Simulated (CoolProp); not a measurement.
Vapour-liquid equilibrium of isobutene (1) + acetone (2) at 0.125 MPa; x and y are mole fractions of (1).

Computed with CoolProp (multi-fluid Helmholtz-energy mixture model, Lemmon 2005 and Lemmon 2006; pair parameters Bell 2016).

Give the bubble temperature and the first vapour's composition at x = 0.2, 0.35, 0.725. Is there an azeotrope?

x = 0.2: 19.2 °C, y = 0.834; x = 0.35: 9.8 °C, y = 0.904; x = 0.725: 2.8 °C, y = 0.949. No azeotrope shows between x = 0.05 and 0.95.

Pair parameters are fitted to limited data, so mixtures are less certain than the pure fluids. With so large a gap from Raoult's law the liquid may split in two, which this calculation doesn't test in full.
